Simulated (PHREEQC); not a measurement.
Dissolve 3.8 mmol/kgw CaSO4, 5.7 mmol/kgw Na2HPO4 and 0.39 mmol/kgw NaCl at 20 °C. Closed to the air; pH follows from the charge balance.

Equilibrium calculation in PHREEQC: ion-association model, phreeqc.dat.

Each row changes one thing in this solution. This is a speciation only: nothing precipitates in the calculation.

```csv
case,pH,ionic strength (mol/kgw),HPO4-2 (mol/kgw),H2PO4- (mol/kgw),NaHPO4- (mol/kgw),PO4-3 (mol/kgw)
as made,8.08,0.0246,0.00380,0.000339,4.81e-5,4.07e-7
diluted 100-fold with water,8.49,0.000318,5.29e-5,2.69e-6,1.12e-8,7.31e-9
0.00015 mol/kgw HF added,7.98,0.0247,0.00377,0.000420,4.76e-5,3.23e-7
NaCl left out,8.08,0.0242,0.00380,0.000339,4.66e-5,4.04e-7
CaSO4 left out,9.36,0.0173,0.00558,2.79e-5,7.68e-5,1.01e-5
diluted 2-fold with water,8.17,0.0130,0.00203,0.000164,1.48e-5,2.20e-7
temperature from 20 to 40 °C,7.93,0.0236,0.00352,0.000395,4.40e-5,3.96e-7
```

Some of these states are supersaturated (in Hydroxyapatite, for instance). Constants without temperature data keep their 25 °C values here.
